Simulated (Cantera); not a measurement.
Feed: 1 mol SiHCl₃, 1.5 mol N₂, equilibrated at 2098 K and 63.0 Pa.

These are equilibrium values from Cantera (NASA tables, ideal gas, pure condensed phases), not measurements of a reactor. Candidate condensed phases: NH₄Cl, Si, Si₃N₄; 28 gas species. The tables' values for SiCl, SiCl₃, SiN are old estimates; treat these amounts as uncertain. Rates play no part.

Base state: N₂ 0.393, SiCl₂ 0.236, HCl 0.192, Cl 0.109, H₂ 0.0252, H 0.0195, Si 0.0156, SiCl 0.00897 (mole fractions); condensed: gas only.

Question: What changes in the equilibrium state with this change: SiHCl₃ replaced by Si₂Cl₆?

Answer: 
```tsv
species	before	after
Cl	0.109	0.365
SiCl₂	0.236	0.351
N₂	0.393	0.272
HCl	0.192	0
H₂	0.0252	0
H	0.0195	0
Si	0.0156	0.00207
SiH	3.39e-5	0
Si₂	1.52e-5	2.69e-7
SiCl₄	5.93e-6	9.87e-5
Cl₂	6.74e-6	7.54e-5
```
The feed counts by its element totals alone. The tables' values for SiCl₃, SiCl are old estimates; treat these amounts as uncertain.
